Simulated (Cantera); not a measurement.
A closed system holds: 1 mol SiCl4, 16 mol NH3, at 2025 K and 14.0 Pa.

Method: chemical equilibrium by Gibbs-energy minimisation in Cantera with the NASA 1993 tables (ideal gas, pure condensed phases). Candidate condensed phases: NH4Cl, Si, Si3N4; 28 gas species. The tables' values for SiCl, SiN are old estimates; treat these amounts as uncertain. Rates play no part.

Base state: H2 0.538, N2 0.214, H 0.119, HCl 0.0878, Si 0.0237, Cl 0.0145, SiCl2 0.00190, SiCl 0.000887 (mole fractions); condensed: gas only.

### Question
What changes in the equilibrium state with this change: pressure from 14.0 Pa to 30.0 Pa?

### Answer
```csv
species,before,after
H2,0.538,0.569
N2,0.214,0.219
HCl,0.0878,0.0907
H,0.119,0.0838
Cl,0.0145,0.00992
Si,0.0237,0.0220
SiCl2,0.00190,0.00382
Si2,1.49e-5,2.75e-5
SiH,0.000132,0.000184
```

### Question
What changes in the equilibrium state with this change: temperature from 2025 K to 2075 K?

### Answer
```json
[
 {"species": "H2", "before": "0.538", "after": "0.504"},
 {"species": "N2", "before": "0.214", "after": "0.208"},
 {"species": "H", "before": "0.119", "after": "0.160"},
 {"species": "HCl", "before": "0.0878", "after": "0.0823"},
 {"species": "Cl", "before": "0.0145", "after": "0.0193"},
 {"species": "Si", "before": "0.0237", "after": "0.0242"},
 {"species": "SiCl2", "before": "0.00190", "after": "0.000983"},
 {"species": "Si2", "before": "1.49e-5", "after": "9.93e-6"}
]
```

### Question
What changes in the equilibrium state with this change: NH3 from 16 to 3.8 mol?

### Answer
```json
[
 {"species": "H2", "before": "0.538", "after": "0.356"},
 {"species": "HCl", "before": "0.0878", "after": "0.234"},
 {"species": "N2", "before": "0.214", "after": "0.174"},
 {"species": "SiCl2", "before": "0.00190", "after": "0.0395"},
 {"species": "Cl", "before": "0.0145", "after": "0.0474"},
 {"species": "Si", "before": "0.0237", "after": "0.0460"},
 {"species": "H", "before": "0.119", "after": "0.0971"},
 {"species": "SiCl3", "before": "5.67e-7", "after": "3.86e-5"},
 {"species": "SiCl", "before": "0.000887", "after": "0.00563"},
 {"species": "Si2", "before": "1.49e-5", "after": "5.59e-5"},
 {"species": "SiN", "before": "3.19e-5", "after": "5.57e-5"}
]
```
The tables' values for SiCl, SiN, SiCl3 are old estimates; treat these amounts as uncertain.
